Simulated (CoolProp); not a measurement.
Vapour-liquid equilibrium of ethylene (1) + isobutane (2) at 210.4 K; x and y are mole fractions of (1).

Model: multi-fluid Helmholtz-energy mixture model, Smukala 2000 and Bücker 2006; pair parameters Bell 2016, in CoolProp.

Give the bubble pressure and the first vapour's composition at x = 0.25, 0.55, 0.65. Is there an azeotrope?

x = 0.25: 150.7 kPa, y = 0.958; x = 0.55: 351.4 kPa, y = 0.988; x = 0.65: 422.9 kPa, y = 0.992. No azeotrope shows between x = 0.05 and 0.95.

The pair parameters rest on a limited set of measurements; away from them the model extrapolates.
